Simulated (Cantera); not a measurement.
Feed: 1 mol AlN, 0.1 mol O2, 0.78 mol N2, held at 0.203 Torr.

Method: chemical equilibrium by Gibbs-energy minimisation in Cantera with the NASA 1993 tables (ideal gas, pure condensed phases). Candidate condensed phases: Al, AlN, Al2O3; 16 gas species. Mutual solubility and eutectic melting of coexisting phases are not modelled. Rates play no part.

At 1750 K, list the 3 most abundant gas species with their mole fractions, and the condensed phases.

N2 0.972, Al 0.0205, Al2O 0.00708. Condensed: AlN(s) + Al2O3(s).
